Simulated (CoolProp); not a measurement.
Saturation properties of 1,2-dichloroethane (Tc = 288.4 °C, pc = 52.26 bar, ω = 0.269).

Model: reference Helmholtz-energy equation of state, Thol 2015, in CoolProp.

| T (°C) | p (bar) | liquid density (kg/m³) | vapour density (kg/m³) |
|---|---|---|---|
| 96.35 | 1.492 | 1136 | 5.003 |
| 100.15 | 1.663 | 1130 | 5.538 |
| 103.85 | 1.844 | … | 6.101 |
| 107.65 | 2.045 | 1117 | … |
| 111.35 | … | 1111 | 7.379 |
| 115.15 | 2.492 | … | 8.102 |
| 118.95 | 2.745 | 1098 | 8.879 |
| 122.65 | 3.011 | 1091 | 9.690 |
| 126.45 | … | 1084 | 10.58 |
| 130.15 | 3.609 | 1078 | 11.51 |
| 133.95 | 3.944 | 1071 | 12.53 |
| 137.75 | 4.303 | 1064 | 13.62 |
| 141.45 | 4.676 | 1057 | … |
| 145.25 | 5.084 | 1050 | … |
| 149.05 | … | 1043 | 17.31 |

### Question
Some entries are withheld; supply them.

### Answer

- 103.85, liquid density (kg/m³): 1123
- 107.65, vapour density (kg/m³): 6.725
- 111.35, p (bar): 2.257
- 115.15, liquid density (kg/m³): 1104
- 126.45, p (bar): 3.303
- 141.45, vapour density (kg/m³): 14.75
- 145.25, vapour density (kg/m³): 15.99
- 149.05, p (bar): 5.518

It boils at 83.5 °C under 1 atm.
